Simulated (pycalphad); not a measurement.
# Phase fractions of Al-1.48Si-1.79Sn (at.%)

All values are pycalphad results on the COST 507 light-alloy database (1999) (1 atm), not direct measurements. The database dates from 1999; later assessments differ in places, in temperatures and in the compounds included. Not assessed as a whole: an extrapolation from subsystems, which can miss ternary compounds. Amounts are mole fractions of atoms.

```tsv
T (°C)	LIQUID	FCC_A1	DIAMOND_A4	BCT_A5
677	1.000	-	-	-
627	0.572	0.428	-	-
577	0.173	0.827	-	-
527	0.025	0.970	0.005	-
477	0.022	0.970	0.009	-
427	0.020	0.968	0.011	-
377	0.019	0.968	0.013	-
327	0.019	0.967	0.014	-
277	0.018	0.967	0.014	-
227	-	0.967	0.015	0.018
```

FCC_A1 is fcc; DIAMOND_A4 is diamond (Si); BCT_A5 is bct (Sn).
